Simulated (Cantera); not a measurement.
Input: 1 mol Nb2O5, a varied amount of H2, 0.055 mol H2O, at 1375 K and 0.00950 bar.

Equilibrium computed with Cantera from the NASA thermochemical tables; the gas is ideal and each condensed phase is pure. Candidate condensed phases: H2O, Nb, NbO, NbO2, Nb2O5; 12 gas species. Mutual solubility and eutectic melting of coexisting phases are not modelled. Condensed phases not in the tables: the oxides between NbO2 and Nb2O5. Rates play no part.

x: gas mole fraction; n: condensed amount in mol.

```tsv
n(H2) (mol)	x H2	x H2O	x H	x OH	n NbO2(s)	n Nb2O5(s)
5.2	0.948	0.0522	3.42e-5	3.39e-8	…	0.781
6.2	0.948	0.0522	3.42e-5	3.39e-8	…	0.728
7.5	0.948	0.0522	3.42e-5	3.39e-8	…	0.661
9.1	0.948	0.0522	3.42e-5	3.39e-8	…	0.577
11	0.948	0.0522	3.42e-5	3.39e-8	…	0.478
13	0.948	0.0522	3.42e-5	3.39e-8	…	0.373
16	0.948	0.0522	3.42e-5	3.39e-8	…	0.217
19	0.948	0.0522	3.42e-5	3.39e-8	1.88	0.0600
23	0.954	0.0458	3.43e-5	2.96e-8	2.00	0
28	0.962	0.0376	3.45e-5	2.43e-8	2.00	0
34	0.969	0.0310	3.46e-5	1.99e-8	2.00	0
40	0.974	0.0263	3.47e-5	1.69e-8	2.00	0
49	0.978	0.0215	3.48e-5	1.38e-8	2.00	0
```

Question: Fill in the missing entries.

Answer: 
- 5.2, n NbO2(s): 0.439
- 6.2, n NbO2(s): 0.543
- 7.5, n NbO2(s): 0.679
- 9.1, n NbO2(s): 0.846
- 11, n NbO2(s): 1.04
- 13, n NbO2(s): 1.25
- 16, n NbO2(s): 1.57
